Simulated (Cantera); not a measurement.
A Cantera script and what it prints.

```python
import numpy as np
import cantera as ct

gas_names = """
    C CH CH2 CH3 CH4 C2 C2H C2H2,acetylene C2H2,vinylidene C2H3,vinyl C2H4 C2H5 C2H6 C3 C3H3,propargyl
    C3H4,allene C3H4,propyne C3H4,cyclo- C3H5,allyl C3H6,propylene C3H6,cyclo- C3H7,n-propyl
    C3H7,i-propyl C3H8 C4 C4H2 C4H4,1,3-cyclo- C4H6,butadiene C4H6,2-butyne C4H6,cyclo- C4H8,1-butene
    C4H8,cis2-buten C4H8,tr2-butene C4H8,isobutene C4H8,cyclo- C4H9,n-butyl C4H9,i-butyl C4H9,s-butyl
    C4H9,t-butyl C4H10,isobutane C4H10,n-butane C5 C5H6,1,3cyclo- C5H8,cyclo- C5H10,1-pentene
    C5H10,cyclo- C5H11,pentyl C5H11,t-pentyl C5H12,n-pentane C5H12,i-pentane CH3C(CH3)2CH3 C6H2
    C6H5,phenyl C6H6 C6H10,cyclo- C6H12,1-hexene C6H12,cyclo- C6H13,n-hexyl C7H7,benzyl C7H8
    C7H14,1-heptene C7H15,n-heptyl C7H16,n-heptane C8H8,styrene C8H10,ethylbenz C8H16,1-octene
    C8H17,n-octyl C8H18,isooctane C8H18,n-octane C9H19,n-nonyl C10H8,naphthale C10H21,n-decyl
    C12H9,o-bipheny C12H10,bipheny H H2 Si SiC SiC2 SiC4H12 SiH SiH2 SiH3 SiH4 Si2 Si2C Si3
""".split()
cond_names = """
    C(gr) C6H6(L) C7H8(L) C8H18(L),n-octa Si(cr) Si(L) SiC(b)
""".split()


def load(file, names, dense=False):
    # The tables refer to 1 bar. Condensed volumes are neglected.
    table = {s.name: s for s in ct.Species.list_from_file(file)}
    out = []
    for n in names:
        d = dict(table[n].input_data)
        d["thermo"] = dict(d["thermo"], **{"reference-pressure": 1e5})
        if dense:
            d["equation-of-state"] = {"model": "constant-volume", "density": "1e6 g/cm^3"}
        out.append(ct.Species.from_dict(d))
    return out


gas = ct.Solution(thermo="ideal-gas", species=load("nasa_gas.yaml", gas_names))
cond = {s.name: ct.Solution(thermo="fixed-stoichiometry", species=[s], name=s.name)
        for s in load("nasa_condensed.yaml", cond_names, dense=True)}
atoms = {
    'Si(CH3)4': {'Si': 1, 'C': 4, 'H': 12},
    'H2': {'H': 2},
}
top_T = {'C(gr)': 4500, 'SiC(b)': 3050}  # K; cautious upper limits of use, not melting points


def equilibrate(T, P, feed):
    n = {}
    for name, mol in feed.items():
        for a, k in atoms[name].items():
            n[a] = n.get(a, 0.0) + k * mol
    gas.TPX = T, P, n
    mass = sum(n.values()) * gas.mean_molecular_weight
    gas.equilibrate("TP")
    valid = [c for c in cond.values() if c.min_temp <= T <= top_T.get(c.name, c.max_temp)]
    mix = ct.Mixture([(gas, mass / gas.mean_molecular_weight)] + [(c, 0.0) for c in valid])
    mix.T, mix.P = T, P
    mix.equilibrate("TP", solver="vcs", rtol=1e-11, max_steps=5000)
    return mix


results = []
feed = {'Si(CH3)4': 1, 'H2': 8.2}  # mol
P = 46000  # Pa
for T in [1798, 1873, 1948, 2023, 2098, 2173, 2248, 2323]:
    mix = equilibrate(T, P, feed)
    results.append((T, P, feed, dict(zip(mix.species_names, mix.species_moles))))

top = {s: max(r[3][s] / sum(r[3][g] for g in gas_names) for r in results) for s in gas_names}
cols = sorted((s for s in top if top[s] > 1e-06), key=lambda s: -top[s])[:9]
seen = [c for c in cond_names if any(r[3].get(c, 0) > 1e-12 for r in results)]
print("log10 of partial pressures in bar; condensed amounts in mol")
print(f"{'T/K':>10s}" + "".join(f"{s[:9]:>10s}" for s in cols + seen))
for T, P, feed, n in results:
    ng = sum(n[g] for g in gas_names)
    print(f"{T:10.4g}" + "".join(f"{np.log10(max(n[s] / ng * P / 1e5, 1e-99)):10.3f}" for s in cols)
          + "".join(f"{n.get(c, 0):10.4g}" for c in seen))
```

Output:

```
log10 of partial pressures in bar; condensed amounts in mol
       T/K        H2         H C2H2,acet        Si       CH4       SiH      SiH2      SiC2      Si2C     C(gr)    SiC(b)
      1798    -0.338    -3.622    -4.101    -7.133    -3.786    -7.242    -6.490    -8.974    -9.111      2.99         1
      1873    -0.338    -3.359    -3.844    -6.534    -3.891    -6.733    -6.126    -8.192    -8.346     2.987         1
      1948    -0.338    -3.116    -3.607    -5.981    -3.987    -6.264    -5.791    -7.472    -7.641     2.981    0.9999
      2023    -0.339    -2.891    -3.388    -5.469    -4.076    -5.831    -5.481    -6.806    -6.990     2.972    0.9997
      2098    -0.340    -2.682    -3.185    -4.995    -4.159    -5.429    -5.194    -6.190    -6.387     2.958    0.9993
      2173    -0.341    -2.487    -2.998    -4.554    -4.237    -5.056    -4.928    -5.616    -5.826     2.937    0.9983
      2248    -0.344    -2.306    -2.823    -4.143    -4.311    -4.708    -4.681    -5.083    -5.305     2.908    0.9959
      2323    -0.347    -2.136    -2.662    -3.758    -4.382    -4.384    -4.451    -4.584    -4.818     2.869    0.9904
```

These are equilibrium values from Cantera (NASA tables, ideal gas, pure condensed phases), not measurements of a reactor. Gases not in the tables: Si2H6 and higher silanes.
